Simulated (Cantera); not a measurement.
# Thermodynamics of oxide etching and cleaning by halides, feed MgO + Cl₂ + HCl

Input: 1 mol MgO, 0.5 mol Cl₂, 0.0011 mol HCl, equilibrated at 0.0270 bar.

Cantera equilibrium calculation (NASA polynomials, part measured and part estimated; ideal gas, pure solids and liquids). Candidate condensed phases: H₂O, Mg, MgCl₂, MgO, Mg(OH)₂; 22 gas species. Condensed phases not in the tables: MgOHCl. Rates play no part.

```
T (°C)  log p Cl₂  log p MgCl₂  log p Cl  log p O₂  log p HCl  log p O  log p ClO  n MgCl₂(s)  n MgO(s)
------  ---------  -----------  --------  --------  ---------  -------  ---------  ----------  --------
675         -1.57        -4.37     -4.55     -4.10      -4.23   -12.58      -7.74     0.00216     0.997
775         -1.58        -3.47     -3.90     -3.77      -4.23   -11.08      -7.05           0     0.994
875         -1.61        -2.90     -3.38     -3.20      -4.24    -9.70      -6.34           0     0.976
975         -1.69        -2.46     -2.96     -2.76      -4.27    -8.56      -5.78           0     0.929
1075        -1.85        -2.15     -2.65     -2.45      -4.31    -7.62      -5.39           0     0.842
1175        -2.12        -1.98     -2.45     -2.28      -4.36    -6.85      -5.17           0     0.734
1275        -2.47        -1.90     -2.33     -2.20      -4.39    -6.22      -5.07           0     0.656
1375        -2.84        -1.88     -2.26     -2.18      -4.41    -5.68      -5.03           0     0.620
1475        -3.19        -1.87     -2.21     -2.17      -4.42    -5.22      -5.02           0     0.609
1575        -3.52        -1.88     -2.16     -2.18      -4.43    -4.81      -5.02           0     0.610
1675        -3.82        -1.89     -2.13     -2.19      -4.44    -4.45      -5.03           0     0.615
```
log p: log10 of the partial pressure in bar; n: condensed amount in mol.

At 675 °C the condensed part is MgCl₂(s) + MgO(s). From 775 °C to 1675 °C the condensed part is MgO(s). The main Mg-bearing gas is MgCl₂ throughout. The share of Mg in condensed phases is highest at 675 °C (99.9 %) and lowest at 1475 °C (60.9 %).
